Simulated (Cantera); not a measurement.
## Thermodynamics of carbothermic reduction, feed Cu₂O + CH₄ + CO

A closed system holds: 1 mol Cu₂O, 2.9 mol CH₄, 0.21 mol CO, equilibrated at 1050 K.

These are equilibrium values from Cantera (NASA tables, ideal gas, pure condensed phases), not measurements of a reactor. Candidate condensed phases: C, C₆H₆, C₇H₈, C₈H₁₈, Cu, CuO, Cu(OH)₂, Cu₂O, H₂O; 113 gas species. Kinetics and transport are ignored.

From 0.0750 Torr to 7500 Torr the condensed part is C(graphite) + Cu(s).

| P (Pa) | log p H₂ | log p CH₄ | log p CO | log p H₂O | log p CO₂ | n C(graphite) | n Cu(s) |
|---|---|---|---|---|---|---|---|
| 10 | -4.08 | -9.41 | -4.76 | -9.59 | -10.20 | 1.90 | 2.00 |
| 100 | -3.08 | -7.41 | -3.76 | -7.59 | -8.20 | 1.90 | 2.00 |
| 1000 | -2.08 | -5.41 | -2.76 | -5.59 | -6.20 | 1.90 | 2.00 |
| 10000 | -1.08 | -3.41 | -1.77 | -3.60 | -4.21 | 1.89 | 2.00 |
| 100000 | -0.10 | -1.45 | -0.82 | -1.66 | -2.31 | 1.84 | 2.00 |
| 1000000 | 0.77 | 0.30 | -0.04 | -0.01 | -0.74 | 1.46 | 2.00 |
log p: log10 of the partial pressure in bar; n: condensed amount in mol.
